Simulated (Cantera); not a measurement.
Charge: 1 mol SiHCl3, 49 mol H2, held at 0.100 bar.

Method: chemical equilibrium by Gibbs-energy minimisation in Cantera with the NASA 1993 tables (ideal gas, pure condensed phases). Candidate condensed phases: Si; 19 gas species. The tables' values for SiCl3 are old estimates; treat these amounts as uncertain. Kinetics and transport are ignored.

x: gas mole fraction; n: condensed amount in mol.

```tsv
T (°C)	x H2	x HCl	x SiCl4	x SiCl2	x SiHCl3	n Si(s)
827	0.967	0.0221	0.00552	0.00103	0.00356	0.443
852	0.964	0.0253	0.00476	0.00140	0.00316	0.478
877	0.962	…	…	…	…	0.511
902	0.960	0.0315	0.00324	0.00235	0.00233	0.543
927	0.957	0.0343	0.00253	0.00290	0.00192	0.570
952	0.955	0.0368	0.00191	0.00346	0.00154	0.594
977	0.953	0.0389	0.00138	0.00400	0.00120	0.613
1002	0.952	0.0406	…	…	…	0.627
1027	0.951	0.0419	0.000665	0.00493	0.000688	0.637
```

Task: Fill in the missing entries.

Result: 
- 877, x HCl: 0.0284
- 877, x SiCl4: 0.00399
- 877, x SiCl2: 0.00185
- 877, x SiHCl3: 0.00275
- 1002, x SiCl4: 0.000971
- 1002, x SiCl2: 0.00449
- 1002, x SiHCl3: 0.000919
